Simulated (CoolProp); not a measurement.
Computed with CoolProp (reference Helmholtz-energy equation of state, Setzmann 1991).

Give the vapour pressure (MPa), liquid cp (kJ/(kg K)), liquid conductivity (mW/(m K)) of saturated methane at 131.4, 155.2 K.


```json
[
 {"T (K)": "131.4", "p (MPa)": "0.399", "liquid cp (kJ/(kg K))": "3.68", "liquid conductivity (mW/(m K))": "156"},
 {"T (K)": "155.2", "p (MPa)": "1.31", "liquid cp (kJ/(kg K))": "4.22", "liquid conductivity (mW/(m K))": "122"}
]
```

Thermal conductivity comes from a separate model (Friend 1989).
